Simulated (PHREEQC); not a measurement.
Model water analysis in mmol/kgw, 60 °C, pH 7.32:

```json
[
 {"constituent": "Na", "mmol/kgw": "148"},
 {"constituent": "K", "mmol/kgw": "41"},
 {"constituent": "Ca", "mmol/kgw": "16.3"},
 {"constituent": "Mg", "mmol/kgw": "7.25"},
 {"constituent": "Cl", "mmol/kgw": "165"},
 {"constituent": "S(6)", "mmol/kgw": "32.6"},
 {"constituent": "Alkalinity (meq/kgw)", "mmol/kgw": "0.0518"},
 {"constituent": "Si", "mmol/kgw": "0.773"}
]
```

Cl is adjusted to close the charge balance.
Valence states are taken as typed.

Computed with PHREEQC (Pitzer model, pitzer.dat).

The ionic strength comes out as 0.292 mol/kgw. What activity coefficients do K+, SO4-2, Cl-, OH-, HCO3- get?

K+ 0.69, SO4-2 0.15, Cl- 0.68, OH- 0.62, HCO3- 0.71. Single-ion values are on the MacInnes scale.

Precipitation was switched off in this run. Complexes and solids missing from the database can't appear. Away from 25 °C the constants follow the database's enthalpies or fits; those with neither stay at their 25 °C values.
